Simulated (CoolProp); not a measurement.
Vapour-liquid equilibrium of ethane (1) + propylene (2) at 0.0799 MPa; x and y are mole fractions of (1).

Values from CoolProp's multi-fluid Helmholtz-energy mixture model, Bücker 2006 and Lemmon 2013; pair parameters Bell 2016.

```
x      bubble temperature (°C)  y at the bubble point  dew temperature at overall composition x (°C)  liquid density (mol/L)
-----  -----------------------  ---------------------  ---------------------------------------------  ----------------------
0.05                     -58.2                  0.268                                          -53.6                   14.90
0.125                    -64.7                  0.516                                          -55.1                   15.24
0.2                      -69.7                  0.663                                          -56.7                   15.54
0.275                      ___                  0.756                                          -58.3                   15.82
0.35                     -77.0                  0.819                                          -60.1                     ___
0.425                    -79.8                  0.864                                          -62.1                   16.35
0.5                      -82.2                  0.898                                          -64.2                   16.60
0.575                    -84.3                  0.923                                          -66.6                   16.85
0.65                     -86.1                  0.943                                          -69.2                     ___
0.725                    -87.8                  0.960                                          -72.3                   17.35
0.8                      -89.3                  0.973                                          -76.0                   17.60
0.875                    -90.7                  0.985                                          -80.6                   17.85
0.95                     -92.0                  0.994                                          -86.8                   18.10
```

Question: What belongs in the gaps?

Answer: 
- 0.275, bubble temperature (°C): -73.8
- 0.35, liquid density (mol/L): 16.09
- 0.65, liquid density (mol/L): 17.10

No azeotrope shows between x = 0.05 and 0.95.

The pair parameters rest on a limited set of measurements; away from them the model extrapolates.
